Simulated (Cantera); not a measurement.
Mixture: H2 : O2 : N2 = 2.3 : 0.877 : 3.3 (molar parts), equivalence ratio 1.3, at 2.70 bar, adiabatic and at constant volume. Ignition delay is the time to a rise of 400 K.

Computed with Cantera and the H2/O2 subset of GRI-Mech 3.0, which has no nitrogen chemistry. The hydrogen kinetics of GRI-Mech 3.0 are dated; newer H2 mechanisms differ, most at raised pressure.

Task: At T0 = 1200 K, what is the delay, and which 5 reactions control it most (d ln τ / d ln k, from doubling and halving each rate constant)?

Result: The delay is 20.0 µs.
| reaction | d ln τ / d ln k | faster rate |
|---|---|---|
| H + O2 <=> O + OH | -1.14 | shortens it |
| H + O2 + M <=> HO2 + M | 0.20 | lengthens it |
| H + O2 + N2 <=> HO2 + N2 | 0.18 | lengthens it |
| H2 + O <=> H + OH | -0.14 | shortens it |
| H2 + OH <=> H + H2O | -0.05 | shortens it |
